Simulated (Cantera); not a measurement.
# Ammonia decomposition in nitride growth gas

A perfectly stirred reactor is fed with NH₃ : H₂ = 1 : 18 (molar parts), at 10.00 Torr; it is held at 2048 K, and followed from long to short residence time.

Model: the gas-phase N/H chemistry of the illustrative SiF4/NH3 mechanism in the Surface Chemkin manual (1991), integrated in Cantera. Walls and surfaces, which speed up NH3 decomposition in real reactors, are not modelled.

| τ (s) | x NH₃ | x H₂ | x N₂H₂ | x N | x H | x N₂H₄ |
|---|---|---|---|---|---|---|
| 12 | 0.00226 | 0.968 | 1.98e-8 | 3.60e-6 | 0.00560 | 6.22e-12 |
| 3.3 | 0.0140 | 0.965 | 9.35e-8 | 2.05e-6 | 0.00252 | 4.95e-11 |
| 0.94 | 0.0315 | 0.957 | 2.05e-7 | 1.80e-6 | 0.00184 | 1.35e-10 |
| 0.26 | 0.0454 | 0.950 | 2.65e-7 | 1.52e-6 | 0.00152 | 1.96e-10 |
| 0.074 | 0.0512 | 0.947 | 1.69e-7 | 7.86e-7 | 0.00117 | 1.48e-10 |
| 0.021 | 0.0525 | 0.947 | 1.98e-8 | 6.63e-8 | 0.000507 | 2.93e-11 |
| 0.0059 | 0.0526 | 0.947 | 9.69e-10 | 1.59e-9 | 0.000146 | 2.45e-12 |
| 0.0017 | 0.0526 | 0.947 | 6.37e-11 | 3.81e-11 | 4.21e-5 | <1e-12 |
| 0.00047 | 0.0526 | 0.947 | 4.50e-12 | <1e-12 | 1.16e-5 | <1e-12 |
x: mole fraction; the columns are a selection and need not sum to one.
